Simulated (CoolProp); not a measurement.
Vapour-liquid equilibrium of propane (1) + n-butane (2) at 316.1 K; x and y are mole fractions of (1).

Computed with CoolProp (multi-fluid Helmholtz-energy mixture model, Lemmon 2009 and Bücker 2006; pair parameters Kunz 2012).

```json
[
 {"x": "0.05", "bubble pressure, mixture model (kPa)": "456.3", "bubble pressure, Raoult's law (kPa)": "463.4", "y, mixture model": "0.133", "y, Raoult's law": "0.158"},
 {"x": "0.2", "bubble pressure, mixture model (kPa)": "597.8", "bubble pressure, Raoult's law (kPa)": "621.5", "y, mixture model": "0.419", "y, Raoult's law": "0.471"},
 {"x": "0.35", "bubble pressure, mixture model (kPa)": "745.3", "bubble pressure, Raoult's law (kPa)": "779.7", "y, mixture model": "0.605", "y, Raoult's law": "0.658"},
 {"x": "0.5", "bubble pressure, mixture model (kPa)": "898.7", "bubble pressure, Raoult's law (kPa)": "937.8", "y, mixture model": "0.736", "y, Raoult's law": "0.781"},
 {"x": "0.65", "bubble pressure, mixture model (kPa)": "1059", "bubble pressure, Raoult's law (kPa)": "1096", "y, mixture model": "0.835", "y, Raoult's law": "0.869"},
 {"x": "0.8", "bubble pressure, mixture model (kPa)": "1226", "bubble pressure, Raoult's law (kPa)": "1254", "y, mixture model": "0.913", "y, Raoult's law": "0.935"},
 {"x": "0.95", "bubble pressure, mixture model (kPa)": "1403", "bubble pressure, Raoult's law (kPa)": "1412", "y, mixture model": "0.980", "y, Raoult's law": "0.985"}
]
```

The largest gap from Raoult's law is -4.4 % in bubble pressure, at x = 0.35. No azeotrope shows between x = 0.05 and 0.95.

The pair parameters rest on a limited set of measurements; away from them the model extrapolates.
